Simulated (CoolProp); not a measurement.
A closed Brayton cycle with nitrogen: compressor inlet 324.15 K and 3.8 MPa, high pressure 7.28 MPa, turbine inlet 890 K, compressor efficiency 0.89, turbine efficiency 0.85, recuperator effectiveness 0.95 (on enthalpy, no pinch check). Each further row changes one setting.

Values from CoolProp's reference Helmholtz-energy equation of state, Span 2000.

```
case                           thermal efficiency (%)  net work (kJ/kg)  compressor to turbine work  compressor exit (K)  turbine exit (K)
-----------------------------  ----------------------  ----------------  --------------------------  -------------------  ----------------
as stated                                        36.6              58.7                        0.57                399.4             771.1
turbine inlet 840 K                               [?]              51.0                         [?]                399.4               [?]
compressor inlet 334.15 K                        35.3              56.2                         [?]                  [?]             771.1
high pressure 6.19 MPa                           36.6               [?]                        0.55                379.3             799.2
recuperator effectiveness 0.5                     [?]              58.7                        0.57                399.4             771.1
```

Task: Complete the blanks.

Result: 
- turbine inlet 840 K, thermal efficiency (%): 34.0
- turbine inlet 840 K, compressor to turbine work: 0.61
- turbine inlet 840 K, turbine exit (K): 726.7
- compressor inlet 334.15 K, compressor to turbine work: 0.59
- compressor inlet 334.15 K, compressor exit (K): 411.6
- high pressure 6.19 MPa, net work (kJ/kg): 47.6
- recuperator effectiveness 0.5, thermal efficiency (%): 17.1
